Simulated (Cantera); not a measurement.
A closed system holds: 1 mol SiCl4, 5.1 mol H2, 0.14 mol HCl, equilibrated at 1702 °C and 13.3 mbar.

Cantera equilibrium calculation (NASA polynomials, part measured and part estimated; ideal gas, pure solids and liquids). Candidate condensed phases: Si; 19 gas species. The tables' values for SiCl3, SiCl are old estimates; treat these amounts as uncertain. Gases not in the tables: Si2H6 and higher silanes. Rates play no part.

Base state: H2 0.559, HCl 0.292, SiCl2 0.133, H 0.00886, Cl 0.00346, SiCl3 0.00151, SiCl 0.00130, Si 0.000861 (mole fractions); condensed: gas only.

Q: What changes in the equilibrium state with this change: temperature from 1702 °C to 2202 °C?

A: 
| species | before | after |
|---|---|---|
| H2 | 0.559 | 0.397 |
| HCl | 0.292 | 0.298 |
| H | 0.00886 | 0.123 |
| SiCl2 | 0.133 | 0.0552 |
| Si | 0.000861 | 0.0484 |
| Cl | 0.00346 | 0.0653 |
| SiCl | 0.00130 | 0.0123 |
| Si2 | 2.98e-6 | 0.000204 |
| SiCl4 | 2.04e-5 | 3.85e-7 |
The tables' values for SiCl, SiCl3 are old estimates; treat these amounts as uncertain.
